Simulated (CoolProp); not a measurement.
The numbers come from the reference Helmholtz-energy equation of state, Zhou 2014 in CoolProp.

**Question.** For cyclohexane, give the phase and the cp (kJ/(kg K)), cv (kJ/(kg K)), speed of sound (m/s), Joule-Thomson coefficient (K/MPa) at 64.95 °C and 4.94 MPa; 149.05 °C and 4.94 MPa.

**Answer.** 
- 64.95 °C and 4.94 MPa: liquid; cp 2.04, cv 1.53, speed of sound 1100, Joule-Thomson coefficient -0.375
- 149.05 °C and 4.94 MPa: liquid; cp 2.46, cv 1.92, speed of sound 760, Joule-Thomson coefficient -0.178
